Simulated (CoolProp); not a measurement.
Vapour-liquid equilibrium of R134a (1) + dimethyl ether (2) at 38.95 °C; x and y are mole fractions of (1).

Model: multi-fluid Helmholtz-energy mixture model, Tillner-Roth 1994 and Wu 2011; pair parameters Bell 2016, in CoolProp.

Problem. Give the bubble pressure and the first vapour's composition at x = 0.05, 0.35, 0.575. Is there an azeotrope?

Solution. x = 0.05: 0.8596 MPa, y = 0.045; x = 0.35: 0.8535 MPa, y = 0.364; x = 0.575: 0.8828 MPa, y = 0.612. y crosses x between x = 0.2 and 0.275: the model has an azeotrope there.

Pair parameters are fitted to limited data, so mixtures are less certain than the pure fluids.
